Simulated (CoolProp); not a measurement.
n-hexane along the isotherm 153.75 °C: Z from the reference equation and from simpler models built on Tc = 234.7 °C, pc = 3.044 MPa, ω = 0.300; each cubic takes its own stable root.

Computed with CoolProp (reference Helmholtz-energy equation of state, Thol 2019).

| p (MPa) | phase | reference |
|---|---|---|
| 0.571 | gas | 0.8651 |
| 1.14 | liquid | 0.05354 |
| 1.71 | liquid | 0.07990 |
| 2.28 | liquid | 0.1060 |
| 2.85 | liquid | 0.1319 |
| 3.42 | liquid | 0.1576 |
| 4 | liquid | 0.1836 |
| 4.57 | liquid | 0.2089 |

Task: How far does each simpler model (Soave-Redlich-Kwong, Peng-Robinson) lie from the reference over these 8 states: mean and median of the absolute difference, and the worst?

Result: 
- Soave-Redlich-Kwong: mean 11.8 %, median 13.0 %, worst +14.6 % at 153.75 °C and 1.14 MPa
- Peng-Robinson: mean 0.5 %, median 0.5 %, worst +1.0 % at 153.75 °C and 1.14 MPa
